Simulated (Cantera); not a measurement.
A freely propagating, adiabatic, planar premixed flame of 51.2 % H2, 10.2 % O2, 38.5 % N2, equivalence ratio 2.5, unburnt at 400 K and 750 Torr; mixture-averaged transport, grid criteria slope 0.08 and curve 0.16, no radiation.

Cantera simulation using the H2/O2 subset of GRI-Mech 3.0, which has no nitrogen chemistry; the numbers are that mechanism's predictions, not measurements. Burning velocities carry a grid error of a few per cent, more on coarse grids.

x: mole fraction of selected species; z is measured from the peak of heat release.

| z (mm) | T (K) | u (m/s) | x H2 | x O2 | x HO2 | x H2O2 | x OH | x H |
|---|---|---|---|---|---|---|---|---|
| -1.18 | 400 | 4.21 | 0.512 | 0.102 | <1e-8 | <1e-8 | <1e-8 | <1e-8 |
| -0.790 | 400 | 4.21 | 0.512 | 0.102 | <1e-8 | <1e-8 | <1e-8 | <1e-8 |
| -0.592 | 400 | 4.21 | 0.512 | 0.102 | <1e-8 | <1e-8 | <1e-8 | <1e-8 |
| -0.395 | 400 | 4.21 | 0.512 | 0.102 | 1.91e-7 | <1e-8 | <1e-8 | <1e-8 |
| -0.197 | 437 | 4.56 | 0.507 | 0.103 | 0.000249 | 1.45e-5 | 4.62e-5 | 5.48e-5 |
| -0.0987 | 715 | 7.25 | 0.474 | 0.0958 | 0.000207 | 3.90e-5 | 0.000595 | 0.00524 |
| 0 | 1092 | 10.8 | 0.404 | 0.0689 | 7.87e-5 | 3.42e-6 | 0.000919 | 0.0293 |
| 0.0987 | 1353 | 13.3 | 0.333 | 0.0268 | 2.74e-5 | 6.26e-7 | 0.00165 | 0.0574 |
| 0.197 | 1475 | 14.5 | 0.305 | 0.00664 | 6.53e-6 | 3.01e-7 | 0.00163 | 0.0662 |
| 0.395 | 1577 | 15.4 | 0.302 | 0.000480 | 4.45e-7 | 1.80e-7 | 0.00162 | 0.0605 |
| 0.790 | 1673 | 16.2 | 0.310 | [?] | [?] | [?] | 0.00163 | [?] |
| 1.58 | 1764 | 17.0 | 0.319 | 3.95e-5 | 4.37e-8 | 7.10e-8 | 0.00147 | 0.0348 |
| 3.16 | 1840 | 17.6 | 0.326 | [?] | [?] | [?] | [?] | [?] |

### Question
What belongs in the gaps?

### Answer

- 0.790, x O2: 6.97e-5
- 0.790, x HO2: 7.25e-8
- 0.790, x H2O2: 1.23e-7
- 0.790, x H: 0.0478
- 3.16, x O2: 1.97e-5
- 3.16, x HO2: 2.40e-8
- 3.16, x H2O2: 3.51e-8
- 3.16, x OH: 0.00117
- 3.16, x H: 0.0235
